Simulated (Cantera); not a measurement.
Feed: 1 mol c-C₄F₈, 0.05 mol Si, 2.8 mol H₂, at 10.0 mbar.

Equilibrium computed with Cantera from the NASA thermochemical tables; the gas is ideal and each condensed phase is pure. Candidate condensed phases: C, C₆H₆, C₇H₈, C₈H₁₈, Si, SiC; 113 gas species. The feed counts by its element totals alone. Gases not in the tables: C₂F₆ and larger saturated fluorocarbons. Equilibrium is a limit: real reactors are often held back by kinetics, nucleation or transport. All values below are at 2048 K.

Base state: HF 0.866, CF₄ 0.0574, CF₂ 0.0394, F 0.0273, SiF₄ 0.00773, CF₃ 0.00148, CF 0.000160 (mole fractions); condensed: C(graphite).

Problem. What changes in the equilibrium state with this change: pressure from 10.0 mbar to 98.0 Pa?

Solution. 
| species | before | after |
|---|---|---|
| HF | 0.866 | 0.796 |
| F | 0.0273 | 0.113 |
| CF₂ | 0.0394 | 0.0662 |
| CF₄ | 0.0574 | 0.0159 |
| SiF₄ | 0.00773 | 0.00710 |
| CF | 0.000160 | 0.000662 |
| H | 7.90e-6 | 1.79e-5 |
| CF₃ | 0.00148 | 0.00101 |
| C(graphite), mol | 3.36 | 3.41 |

Problem. What changes in the equilibrium state with this change: H₂ from 2.8 to 0.64 mol?

Solution. 
```csv
species,before,after
CF₄,0.0574,0.431
HF,0.866,0.394
CF₂,0.0394,0.108
SiF₄,0.00773,0.0154
F,0.0273,0.0453
CF₃,0.00148,0.00670
CF,0.000160,0.000265
"C(graphite), mol",3.36,2.23
```
